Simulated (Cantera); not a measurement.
An isothermal, constant-pressure homogeneous reactor starts with CH4 : N2 = 1 : 57 (molar parts), at 1923 K and 94000 Pa. Integrator tolerance rtol = 1e-08.

Cantera simulation using GRI-Mech 3.0 (53 species, 325 reactions); the numbers are that mechanism's predictions, not measurements. GRI-Mech 3.0 stops at C3 and has no aromatics, soot or wall deposition, so with more carbon than oxygen in the feed, carbon stays in small species such as C2H2 where larger ones or solid carbon would form.

### Question
What does this change do: pressure from 94000 Pa to 120000 Pa?

### Answer
```json
[
 {"quantity": "x(CH4) at 20.0 s", "before": "5.62e-6 (gas-phase equilibrium 2.27e-6)", "after": "8.01e-6 (gas-phase equilibrium 2.90e-6)"},
 {"quantity": "x(C2H2) at 20.0 s", "before": "0.00833 (gas-phase equilibrium 0.000594)", "after": "0.00830 (gas-phase equilibrium 0.000594)"},
 {"quantity": "x(C2H4) at 20.0 s", "before": "2.08e-6 (gas-phase equilibrium 1.48e-7)", "after": "2.64e-6 (gas-phase equilibrium 1.89e-7)"},
 {"quantity": "x(C2H) at 20.0 s", "before": "7.28e-7 (gas-phase equilibrium 5.20e-8)", "after": "6.42e-7 (gas-phase equilibrium 4.60e-8)"},
 {"quantity": "x(H2) at 20.0 s", "before": "0.0253 (gas-phase equilibrium 0.0253)", "after": "0.0253 (gas-phase equilibrium 0.0253)"},
 {"quantity": "x(C2H6) at 20.0 s", "before": "1.92e-11 (gas-phase equilibrium 2.50e-12)", "after": "3.61e-11 (gas-phase equilibrium 4.08e-12)"},
 {"quantity": "x(CH2) at 20.0 s", "before": "5.20e-9 (gas-phase equilibrium 2.11e-9)", "after": "5.81e-9 (gas-phase equilibrium 2.11e-9)"}
]
```

### Question
What does this change do: pressure from 94000 Pa to 1330 Pa?

### Answer
```
quantity                                              before                                     after
-----------------  -----------------------------------------  ----------------------------------------
x(CH4) at 20.0 s     5.62e-6 (gas-phase equilibrium 2.27e-6)   1.64e-8 (gas-phase equilibrium 3.11e-8)
x(C2H2) at 20.0 s   0.00833 (gas-phase equilibrium 0.000594)  0.00839 (gas-phase equilibrium 0.000593)
x(C2H4) at 20.0 s    2.08e-6 (gas-phase equilibrium 1.48e-7)   2.92e-8 (gas-phase equilibrium 2.05e-9)
x(C2H) at 20.0 s     7.28e-7 (gas-phase equilibrium 5.20e-8)   6.03e-6 (gas-phase equilibrium 4.41e-7)
x(H2) at 20.0 s        0.0253 (gas-phase equilibrium 0.0253)     0.0248 (gas-phase equilibrium 0.0248)
x(C2H6) at 20.0 s  1.92e-11 (gas-phase equilibrium 2.50e-12)     <1e-12 (gas-phase equilibrium <1e-12)
x(CH2) at 20.0 s     5.20e-9 (gas-phase equilibrium 2.11e-9)   1.03e-9 (gas-phase equilibrium 2.08e-9)
```
Radical loss at walls, strong at low pressure, is not modelled.

### Question
What does this change do: pressure from 94000 Pa to 290 Pa?

### Answer
| quantity | before | after |
|---|---|---|
| x(CH4) at 20.0 s | 5.62e-6 (gas-phase equilibrium 2.27e-6) | 1.17e-7 (gas-phase equilibrium 6.47e-9) |
| x(C2H2) at 20.0 s | 0.00833 (gas-phase equilibrium 0.000594) | 0.00839 (gas-phase equilibrium 0.000592) |
| x(C2H4) at 20.0 s | 2.08e-6 (gas-phase equilibrium 1.48e-7) | 8.57e-9 (gas-phase equilibrium 4.32e-10) |
| x(C2H) at 20.0 s | 7.28e-7 (gas-phase equilibrium 5.20e-8) | 4.45e-6 (gas-phase equilibrium 9.57e-7) |
| x(H2) at 20.0 s | 0.0253 (gas-phase equilibrium 0.0253) | 0.0249 (gas-phase equilibrium 0.0240) |
| x(C2H6) at 20.0 s | 1.92e-11 (gas-phase equilibrium 2.50e-12) | <1e-12 (gas-phase equilibrium <1e-12) |
| x(CH2) at 20.0 s | 5.20e-9 (gas-phase equilibrium 2.11e-9) | 4.04e-9 (gas-phase equilibrium 2.05e-9) |
Radical loss at walls, strong at low pressure, is not modelled.
